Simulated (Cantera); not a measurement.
**Equilibrium for iron carbonyl, mercury and lead vapours: PbO + CO + H₂**

Charge: 1 mol PbO, 0.039 mol CO, a varied amount of H₂, equilibrated at 0.0410 bar.

Cantera equilibrium calculation (NASA polynomials, part measured and part estimated; ideal gas, pure solids and liquids). Candidate condensed phases: C, C₆H₆, C₇H₈, C₈H₁₈, H₂O, Pb, PbO, PbO₂, Pb₃O₄; 113 gas species. Each liquid is taken as pure. Mutual solubility and eutectic melting of coexisting phases are not modelled. Kinetics and transport are ignored.

### Question
Map the stable condensed phases over T = 1298, 1323, 1348, 1373, 1398, 1423, 1448, 1473, 1498, 1523, 1548, 1573, 1598, 1623 K and n(H₂) in mol = 0.84, 1.1, 1.5, 2, 2.8, 3.7, 5, 6.8, 9.1, 12, 17, 22, 30.

### Answer
```
T in K \ n(H₂) in mol
         0.84  1.1  1.5    2  2.8  3.7    5  6.8  9.1   12   17   22   30
   1623     A    A    A    A    A    A    A    A    A    A    A    A    A
   1598     A    A    A    A    A    A    A    A    A    A    A    A    A
   1573     A    A    A    A    A    A    A    A    A    A    A    A    A
   1548     A    A    A    A    A    A    A    A    A    A    A    A    A
   1523     A    A    A    A    A    A    A    A    A    A    A    A    A
   1498     A    A    A    A    A    A    A    A    A    A    A    A    A
   1473     B    B    A    A    A    A    A    A    A    A    A    A    A
   1448     B    B    B    A    A    A    A    A    A    A    A    A    A
   1423     C    B    B    B    A    A    A    A    A    A    A    A    A
   1398     C    B    B    B    B    B    A    A    A    A    A    A    A
   1373     C    B    B    B    B    B    B    A    A    A    A    A    A
   1348     C    B    B    B    B    B    B    B    A    A    A    A    A
   1323     C    B    B    B    B    B    B    B    B    A    A    A    A
   1298     C    B    B    B    B    B    B    B    B    B    A    A    A
```
A: gas only; B: Pb; C: Pb + PbO.
